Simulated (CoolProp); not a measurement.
Properties of sulfur hexafluoride along the isobar 27.5 bar (Tc = 318.7 K, pc = 37.55 bar, ω = 0.210).

Model: reference Helmholtz-energy equation of state, Guder 2009, in CoolProp.

```
T (K)   phase  cv (kJ/(kg K))  viscosity (µPa s)  Prandtl number
-----  ------  --------------  -----------------  --------------
253.4  liquid          0.5855                  ?            3.58
285.6  liquid          0.6461                  ?               ?
317.7     gas          0.6951                  ?           0.998
349.9     gas          0.7093               19.5           0.861
382       gas          0.7377               20.6           0.814
414.2     gas          0.7660               21.8           0.785
446.3     gas               ?               23.0           0.765
478.5     gas          0.8146               24.2               ?
510.6     gas          0.8347                  ?           0.739
542.8     gas          0.8523               26.5           0.730
575       gas          0.8679               27.6           0.723
```

### Question
What belongs in the gaps?

### Answer

- 253.4, viscosity (µPa s): 270
- 285.6, viscosity (µPa s): 156
- 285.6, Prandtl number: 2.90
- 317.7, viscosity (µPa s): 18.6
- 446.3, cv (kJ/(kg K)): 0.7917
- 478.5, Prandtl number: 0.751
- 510.6, viscosity (µPa s): 25.3

Viscosity comes from a separate model (Quiñones-Cisneros 2012). Thermal conductivity comes from a separate model (Assael 2012).
